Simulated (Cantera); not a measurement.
A diamond (100) surface in a fixed gas of H2 with x(CH4) = 0.0021, x(H) = 0.0019, at 975 K, 0.0168 atm; coverages are run to steady state.

Model: the Harris–Goodwin 1993 mechanism for the reconstructed diamond (100) surface, integrated in Cantera.

θ: site fractions in the mechanism's names (c6HH fully hydrogenated, c6H* and c6*H radical sites, c6** diradical, c6HM methylated).

| x(CH3) | growth (µm/h) | θ c6HH | θ c6H* | θ c6*H | θ c6** | θ c6HM |
|---|---|---|---|---|---|---|
| 1e-06 | [?] | 0.621 | 0.0161 | 0.355 | 0.00790 | 0.000273 |
| 2.7e-06 | [?] | 0.621 | 0.0161 | 0.354 | 0.00790 | 0.000737 |
| 7.3e-06 | [?] | 0.620 | 0.0161 | 0.354 | 0.00788 | 0.00199 |
| 2e-05 | [?] | 0.617 | 0.0160 | 0.352 | 0.00783 | 0.00542 |
| 5.4e-05 | [?] | 0.609 | 0.0158 | 0.348 | 0.00770 | 0.0144 |
| 0.00014 | [?] | 0.592 | 0.0153 | 0.337 | 0.00739 | 0.0362 |
| 0.00039 | [?] | 0.546 | 0.0141 | 0.310 | 0.00659 | 0.0918 |
| 0.0011 | [?] | 0.452 | 0.0116 | 0.255 | 0.00498 | 0.207 |
| 0.0029 | [?] | 0.323 | 0.00812 | 0.179 | 0.00291 | 0.365 |

**Question.** Some entries are withheld; supply them.

**Answer.** 
- 1e-06, growth (µm/h): 0.00688
- 2.7e-06, growth (µm/h): 0.0186
- 7.3e-06, growth (µm/h): 0.0501
- 2e-05, growth (µm/h): 0.136
- 5.4e-05, growth (µm/h): 0.363
- 0.00014, growth (µm/h): 0.911
- 0.00039, growth (µm/h): 2.31
- 0.0011, growth (µm/h): 5.21
- 0.0029, growth (µm/h): 9.15
